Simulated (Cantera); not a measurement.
## NO annealing gas

A perfectly stirred reactor is fed with 47.6 % NO, 52.4 % N2, at 13300 Pa; it is held at 2025 K, and followed from long to short residence time.

Cantera simulation using GRI-Mech 3.0 (53 species, 325 reactions); the numbers are that mechanism's predictions, not measurements.

| τ (s) | x NO | x O2 | x NO2 | x N2 | x O | x N2O |
|---|---|---|---|---|---|---|
| 16 | 0.0730 | 0.201 | 4.31e-5 | 0.725 | 0.00100 | 1.98e-6 |
| 5.0 | 0.157 | 0.159 | 8.22e-5 | 0.683 | 0.000902 | 8.86e-6 |
| 1.6 | 0.289 | 0.0929 | 0.000116 | 0.617 | 0.000709 | 3.15e-5 |
| 0.52 | 0.402 | 0.0367 | 0.000105 | 0.561 | 0.000484 | 6.50e-5 |
| 0.17 | 0.452 | 0.0116 | 7.58e-5 | 0.536 | 0.000333 | 8.57e-5 |
| 0.054 | 0.469 | 0.00339 | 5.75e-5 | 0.527 | 0.000258 | 9.18e-5 |
| 0.017 | 0.474 | 0.000901 | 4.69e-5 | 0.525 | 0.000213 | 8.72e-5 |
| 0.0055 | 0.476 | 0.000188 | 3.43e-5 | 0.524 | 0.000155 | 7.08e-5 |
| 0.0018 | 0.476 | 2.21e-5 | 1.60e-5 | 0.524 | 7.54e-5 | 4.40e-5 |
| 0.00057 | 0.476 | 1.67e-6 | 3.87e-6 | 0.524 | 2.40e-5 | 1.96e-5 |
x: mole fraction; the columns are a selection and need not sum to one.
